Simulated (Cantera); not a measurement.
Input: 1 mol SiC, 0.25 mol N2O, 6.8 mol H2, at 8.10 Pa.

These are equilibrium values from Cantera (NASA tables, ideal gas, pure condensed phases), not measurements of a reactor. Candidate condensed phases: C, C6H6, C7H8, C8H18, H2O, Si, SiC, SiO2, Si2N2O, Si3N4; 151 gas species. Equilibrium is a limit: real reactors are often held back by kinetics, nucleation or transport.

Over these rows the condensed part is SiC(s). Partial pressures as log10 of bar:

| T (K) | 1000/T (1/K) | log p Si2C | log p H2 | log p N2 | log p CO | log p SiO |
|---|---|---|---|---|---|---|
| 1473 | 0.6789 | -11.98 | -4.12 | -5.56 | -5.86 | -5.86 |
| 1548 | 0.6460 | -10.90 | -4.12 | -5.56 | -5.86 | -5.86 |
| 1623 | 0.6161 | -9.94 | -4.13 | -5.56 | -5.85 | -5.86 |
| 1698 | 0.5889 | -9.07 | -4.13 | -5.56 | -5.84 | -5.89 |
| 1773 | 0.5640 | ? | -4.14 | -5.57 | -5.79 | -5.96 |
| 1848 | 0.5411 | -7.74 | -4.16 | -5.58 | -5.70 | -6.19 |

### Question
Fit log p(Si2C) = a + b·(1000/T) to the five rows, give the apparent enthalpy, and predict the row at 1773 K.

### Answer
Means: 1000/T = 0.6142, log p = -9.926. Sxy = -0.345347, Sxx = 0.0111846, so b = -30.88 and a = -9.926 − (-30.88)×0.6142 = 9.04.
Apparent enthalpy: −19.145 × (-30.88) = 591 kJ/mol. With the condensed phases at unit activity, 3/2 SiC(s) + 1/2 SiO(g) = Si2C(g) + 1/2 CO(g) links this pressure to the main gases: over the six rows their terms move log p by -0.25 in all, so the slope isn't that reaction's ΔH° alone. The five rows lie within 0.08 of the line.
Prediction at 1773 K: 9.04 + (-30.88)×0.5640 = -8.38. The computed value is -8.32, 0.06 from the line.
